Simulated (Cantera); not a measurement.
# Hydrocarbon pyrolysis for carbon deposition

An isothermal, constant-pressure homogeneous reactor starts with 5.26 % C₂H₄, 94.7 % H₂, at 1525 K and 0.227 atm.

Model: GRI-Mech 3.0 (53 species, 325 reactions), integrated in Cantera. GRI-Mech 3.0 was tuned for natural gas; its chemistry of ethylene as a main component is partial and can be far from experiment. GRI-Mech 3.0 stops at C3 and has no aromatics, soot or wall deposition, so with more carbon than oxygen in the feed, carbon stays in small species such as C2H2 where larger ones or solid carbon would form.

| t (s) | x C₂H₄ | x H₂ | x H | x C₂H₂ | x C₂H₆ |
|---|---|---|---|---|---|
| 0.000200 | 0.0525 | 0.947 | 2.93e-7 | 0.000107 | 4.05e-8 |
| 0.000632 | 0.0523 | 0.947 | 9.94e-7 | 0.000353 | 3.49e-7 |
| 0.00200 | 0.0513 | 0.947 | 5.02e-6 | 0.00130 | 3.46e-6 |
| 0.00632 | 0.0429 | 0.948 | 4.26e-5 | 0.00914 | 3.09e-5 |
| 0.0200 | 0.0157 | 0.949 | 5.34e-5 | 0.0347 | 1.39e-5 |
| 0.0632 | 0.00254 | 0.949 | 6.18e-5 | 0.0470 | 2.27e-6 |
| 0.200 | 0.00223 | 0.949 | 6.21e-5 | 0.0471 | 1.99e-6 |
| 0.632 | 0.00219 | 0.948 | 5.96e-5 | 0.0462 | 1.95e-6 |
| 2.00 | 0.00209 | 0.945 | 5.50e-5 | 0.0441 | 1.95e-6 |
| 6.32 | 0.00188 | 0.939 | 5.02e-5 | 0.0397 | 2.26e-6 |
| 20.0 | 0.00175 | 0.936 | 4.81e-5 | 0.0368 | 2.66e-6 |
| 63.2 | 0.00174 | 0.936 | 4.80e-5 | 0.0367 | 2.68e-6 |
| 200 | 0.00174 | 0.936 | 4.80e-5 | 0.0367 | 2.68e-6 |
x: mole fraction; the columns are a selection and need not sum to one.

Equilibrium at this temperature and pressure: C₂H₄ 0.00174, H₂ 0.936, H 4.80e-5, C₂H₂ 0.0367, C₂H₆ 2.68e-6 (gas phase only).
